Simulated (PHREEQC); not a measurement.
0.31 g of hydrous ferric oxide (600 m²/g; 0.2 weak and 0.005 strong sites per Fe, Dzombak-Morel constants, diffuse double layer) in 1 kg of water with 0.001 mol/kgw of an inert sodium salt and 0.00011 mol BaCl2 and 0.00017 mol CuCl2, at 25 °C; the pH is set by adding NaOH or the inert anion's acid. O2 is buffered at 0.21 atm. CO2 from the air is kept out. Nothing may precipitate in this run.

All values are PHREEQC results (ion-association model, wateq4f.dat), not measurements.

### Question
Predict Cu sorbed (%), surface charge σ (C/m²) at pH = 3.38, 5.62, 6.38, 7.5, 9.

### Answer
| pH | Cu sorbed (%) | surface charge σ (C/m²) |
|---|---|---|
| 3.38 | 0.2 | 0.217 |
| 5.62 | 66.8 | 0.046 |
| 6.38 | 96.1 | 0.026 |
| 7.5 | 99.4 | 0.008 |
| 9 | 99.2 | -0.002 |

The database's constant for dissolved Cu(OH)2 is higher than later reviews accept. The oxide is taken as insoluble; below pH 4 it would dissolve.
